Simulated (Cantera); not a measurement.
Input: 1 mol Si2H6, 7.9 mol N2, 0.21 mol Cl2, held at 1098 K and 0.133 bar.

Equilibrium computed with Cantera from the NASA thermochemical tables; the gas is ideal and each condensed phase is pure. Candidate condensed phases: NH4Cl, Si, Si3N4; 28 gas species. The feed counts by its element totals alone. N2 is the only nitrogen source here; it is nearly inert below about 1500 K, so the nitride shown seldom forms there in practice. Kinetics and transport are ignored.

Base state: N2 0.672, H2 0.285, HCl 0.0429 (mole fractions); condensed: Si3N4(s).

Question: What changes in the equilibrium state with this change: Cl2 from 0.21 to 0.008 mol?

Answer: 
| species | before | after |
|---|---|---|
| N2 | 0.672 | 0.686 |
| H2 | 0.285 | 0.312 |
| HCl | 0.0429 | 0.00167 |
| Si3N4(s), mol | 0.667 | 0.667 |
